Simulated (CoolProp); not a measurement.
Properties of methanol along the isotherm 620 K.

Values from CoolProp's reference Helmholtz-energy equation of state, de Reuck 1993.

```csv
p (bar),phase,cp (kJ/(kg K)),Joule-Thomson coefficient (K/MPa)
0.13,gas,2.140,3.405
0.191,gas,2.140,3.407
0.28,gas,2.141,3.409
0.411,gas,2.142,3.412
0.603,gas,2.144,3.416
0.885,gas,2.146,[?]
1.3,gas,2.149,3.432
1.91,gas,2.154,[?]
2.8,gas,2.162,[?]
4.11,gas,2.173,[?]
6.03,gas,2.189,3.540
8.85,gas,2.214,3.601
13,gas,2.251,3.688
19.1,gas,2.309,3.805
28,gas,2.400,3.951
41.1,gas,2.548,4.104
```

**Question.** Complete the blanks.

**Answer.** 
- 0.885, Joule-Thomson coefficient (K/MPa): 3.423
- 1.91, Joule-Thomson coefficient (K/MPa): 3.447
- 2.8, Joule-Thomson coefficient (K/MPa): 3.467
- 4.11, Joule-Thomson coefficient (K/MPa): 3.497
